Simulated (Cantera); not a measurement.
## Stirred combustor or abatement burner

A perfectly stirred reactor is fed with 15.2 % CH4, 17.9 % O2, 67.0 % N2, equivalence ratio 1.7, at 0.320 bar; it is adiabatic with a 350 K inlet, and is followed from long to short residence time, starting on the burning branch (τ in s: 0.3, 0.11, 0.039, 0.014, 0.005, 0.0018, 0.00065, 0.00023, 8.4e-05, 3e-05, 1.1e-05, 3.9e-06).

Cantera simulation using GRI-Mech 3.0 (53 species, 325 reactions); the numbers are that mechanism's predictions, not measurements.

```json
[
 {"τ (s)": "0.30", "T (K)": "1818", "x CH4": "0.00307", "x O2": "0.000325", "x O": "5.12e-7", "x CO": "0.0926", "x HCN": "7.40e-5", "x C2H": "1.14e-7", "x C2H2": "0.00260"},
 {"τ (s)": "0.11", "T (K)": "1818", "x CH4": "0.00377", "x O2": "0.000675", "x O": "1.18e-6", "x CO": "0.0900", "x HCN": "8.77e-5", "x C2H": "2.10e-7", "x C2H2": "0.00356"},
 {"τ (s)": "0.039", "T (K)": "1812", "x CH4": "0.00454", "x O2": "0.00141", "x O": "2.88e-6", "x CO": "0.0880", "x HCN": "9.31e-5", "x C2H": "3.47e-7", "x C2H2": "0.00435"},
 {"τ (s)": "0.014", "T (K)": "1797", "x CH4": "0.00568", "x O2": "0.00301", "x O": "7.01e-6", "x CO": "0.0868", "x HCN": "8.05e-5", "x C2H": "4.94e-7", "x C2H2": "0.00487"},
 {"τ (s)": "0.0050", "T (K)": "1755", "x CH4": "0.00840", "x O2": "0.00745", "x O": "1.67e-5", "x CO": "0.0861", "x HCN": "4.26e-5", "x C2H": "5.28e-7", "x C2H2": "0.00506"},
 {"τ (s)": "0.0018", "T (K)": "350", "x CH4": "0.152", "x O2": "0.179", "x O": "<1e-12", "x CO": "<1e-12", "x HCN": "<1e-12", "x C2H": "<1e-12", "x C2H2": "<1e-12"},
 {"τ (s)": "0.00065", "T (K)": "350", "x CH4": "0.152", "x O2": "0.179", "x O": "<1e-12", "x CO": "<1e-12", "x HCN": "<1e-12", "x C2H": "<1e-12", "x C2H2": "<1e-12"},
 {"τ (s)": "0.00023", "T (K)": "350", "x CH4": "0.152", "x O2": "0.179", "x O": "<1e-12", "x CO": "<1e-12", "x HCN": "<1e-12", "x C2H": "<1e-12", "x C2H2": "<1e-12"},
 {"τ (s)": "8.4e-5", "T (K)": "350", "x CH4": "0.152", "x O2": "0.179", "x O": "<1e-12", "x CO": "<1e-12", "x HCN": "<1e-12", "x C2H": "<1e-12", "x C2H2": "<1e-12"},
 {"τ (s)": "3.0e-5", "T (K)": "350", "x CH4": "0.152", "x O2": "0.179", "x O": "<1e-12", "x CO": "<1e-12", "x HCN": "<1e-12", "x C2H": "<1e-12", "x C2H2": "<1e-12"},
 {"τ (s)": "1.1e-5", "T (K)": "350", "x CH4": "0.152", "x O2": "0.179", "x O": "<1e-12", "x CO": "<1e-12", "x HCN": "<1e-12", "x C2H": "<1e-12", "x C2H2": "<1e-12"},
 {"τ (s)": "3.9e-6", "T (K)": "350", "x CH4": "0.152", "x O2": "0.179", "x O": "<1e-12", "x CO": "<1e-12", "x HCN": "<1e-12", "x C2H": "<1e-12", "x C2H2": "<1e-12"}
]
```
x: mole fraction; the columns are a selection and need not sum to one.
